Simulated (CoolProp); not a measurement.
R142b at several states: density (kg/m³) from the reference equation and from simpler models built on Tc = 410.3 K, pc = 4055 kPa, ω = 0.232; each cubic takes its own stable root.

Model: reference Helmholtz-energy equation of state, Lemmon 2006, in CoolProp. It is a short technical equation, of lower accuracy than the large ones.

```tsv
T (K)	p (kPa)	phase	reference	Soave-Redlich-Kwong	Peng-Robinson
265.6	52.2	gas	2.424	2.415	2.416
351.8	96.9	gas	3.376	3.374	3.378
306.7	2050	liquid	1096	(withheld)	1114
215.1	2030	liquid	(withheld)	(withheld)	1318
237.3	140	liquid	1252	(withheld)	1274
```

Problem. Some entries are withheld; supply them.

Solution. 
- 306.7, Soave-Redlich-Kwong: 983.3
- 215.1, reference: 1302
- 215.1, Soave-Redlich-Kwong: 1171
- 237.3, Soave-Redlich-Kwong: 1130
